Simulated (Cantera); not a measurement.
An isothermal, constant-pressure homogeneous reactor starts with CH3OH : O2 : N2 = 0.016 : 0.02 : 1 (molar parts), equivalence ratio 1.2, at 1123 K and 5.00 bar. Integrator tolerance rtol = 1e-08.

Computed with Cantera and GRI-Mech 3.0 (53 species, 325 reactions). GRI-Mech 3.0 was tuned for natural gas; its chemistry of methanol as a main component is partial and can be far from experiment. The temperature is held fixed by assumption; the heat of reaction is taken as removed at once.

Task: What does this change do: CH3OH 0.016 to 0.0077 parts?

Result: 
```json
[
 {"quantity": "x(CH3OH) at 200 s", "before": "<1e-12 (gas-phase equilibrium <1e-12)", "after": "<1e-12 (gas-phase equilibrium <1e-12)"},
 {"quantity": "x(O2) at 200 s", "before": "<1e-12 (gas-phase equilibrium <1e-12)", "after": "0.00819 (gas-phase equilibrium 0.00818)"},
 {"quantity": "x(HCO) at 200 s", "before": "<1e-12 (gas-phase equilibrium <1e-12)", "after": "<1e-12 (gas-phase equilibrium <1e-12)"},
 {"quantity": "x(H2) at 200 s", "before": "0.00362 (gas-phase equilibrium 0.00496)", "after": "1.71e-10 (gas-phase equilibrium 1.71e-10)"},
 {"quantity": "x(C2H2) at 200 s", "before": "<1e-12 (gas-phase equilibrium <1e-12)", "after": "<1e-12 (gas-phase equilibrium <1e-12)"},
 {"quantity": "x(NO) at 200 s", "before": "7.62e-11 (gas-phase equilibrium 1.34e-12)", "after": "7.12e-9 (gas-phase equilibrium 2.30e-5)"},
 {"quantity": "x(CH3) at 200 s", "before": "<1e-12 (gas-phase equilibrium <1e-12)", "after": "<1e-12 (gas-phase equilibrium <1e-12)"}
]
```

Task: What does this change do: temperature 1123 to 900 K?

Result: 
```csv
quantity,before,after
x(CH3OH) at 200 s,<1e-12 (gas-phase equilibrium <1e-12),<1e-12 (gas-phase equilibrium <1e-12)
x(O2) at 200 s,<1e-12 (gas-phase equilibrium <1e-12),1.22e-9 (gas-phase equilibrium <1e-12)
x(HCO) at 200 s,<1e-12 (gas-phase equilibrium <1e-12),1.59e-12 (gas-phase equilibrium <1e-12)
x(H2) at 200 s,0.00362 (gas-phase equilibrium 0.00496),0.00133 (gas-phase equilibrium 0.00613)
x(C2H2) at 200 s,<1e-12 (gas-phase equilibrium <1e-12),<1e-12 (gas-phase equilibrium <1e-12)
x(NO) at 200 s,7.62e-11 (gas-phase equilibrium 1.34e-12),1.38e-12 (gas-phase equilibrium <1e-12)
x(CH3) at 200 s,<1e-12 (gas-phase equilibrium <1e-12),<1e-12 (gas-phase equilibrium <1e-12)
```
Below about 1000 K GRI-Mech 3.0 lacks low-temperature oxidation paths.
